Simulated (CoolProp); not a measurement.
A Linde-Hampson liquefier for dry air: isothermal reversible compression at 300 K from 1 atm to 40 MPa, throttling to 1 atm, return gas leaving the recuperator 2 K below the feed. Each further row changes one setting.

The numbers come from the reference Helmholtz-energy equation of state, Lemmon 2000 in CoolProp. It is a pseudo-pure fit of the blend.

| case | liquid yield per pass | compression work (kJ/kg of gas) |
|---|---|---|
| as stated | ? | 520 |
| high pressure 80 MPa | ? | ? |
| warm-end temperature 330 K | ? | ? |
| warm-end gap 7 K | ? | 520 |

### Question
Complete the blanks.

### Answer

- as stated, liquid yield per pass: 0.101
- high pressure 80 MPa, liquid yield per pass: 0.071
- high pressure 80 MPa, compression work (kJ/kg of gas): 604
- warm-end temperature 330 K, liquid yield per pass: 0.074
- warm-end temperature 330 K, compression work (kJ/kg of gas): 576
- warm-end gap 7 K, liquid yield per pass: 0.090
